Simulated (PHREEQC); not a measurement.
**Ultrapure water in contact with air or piping (model solution)**

Model water analysis in mmol/kgw, 25 °C, pH 5.68, pe 10.6: Na 0.0034; K 0.000163; Ca 0.000917; Mg 0.00233; Cl 0.00274; S(6) 0.000569; Alkalinity (meq/kgw) 0.00616; Pb 0.000155; Zn 1.17e-05; N(5) 8.86e-05; Si 1.08e-06.

Valence states are taken as typed.

Equilibrium calculation in PHREEQC: ion-association model, phreeqc.dat.

This is a speciation only: nothing precipitates in the calculation.

### Question
Predict the ionic strength, charge-balance error.

### Answer
ionic strength 1.63e-5 mol/kgw; charge-balance error 1.1 %.

### Question
In which forms is C present?

### Answer
CO2 82 %, HCO3- 18 % of the C.

Species that the database lacks are ignored.
